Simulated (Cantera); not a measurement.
Input: 1 mol NF3, 0.18 mol H2O, 5.4 mol N2, at 2000 °C and 99.0 mbar.

Cantera equilibrium calculation (NASA polynomials, part measured and part estimated; ideal gas, pure solids and liquids). Rates play no part.

| species | before | after |
|---|---|---|
| N2 | 0.655 | 0.656 |
| F | 0.293 | 0.293 |
| HF | 0.0400 | 0.0401 |
| NO | 0.00265 | 0.000566 |
| O2 | 0.00807 | 0.00972 |
| O | 0.00121 | 1.37e-5 |
| F2 | 1.17e-5 | 0.000239 |
Gas species are given as mole fractions.

What was changed between the two runs?
A) temperature from 2000 °C to 1425 °C
B) pressure from 99.0 mbar to 0.310 bar
C) pressure from 99.0 mbar to 13.3 mbar
D) H2O from 0.18 to 1.6 mol

A, temperature from 2000 °C to 1425 °C
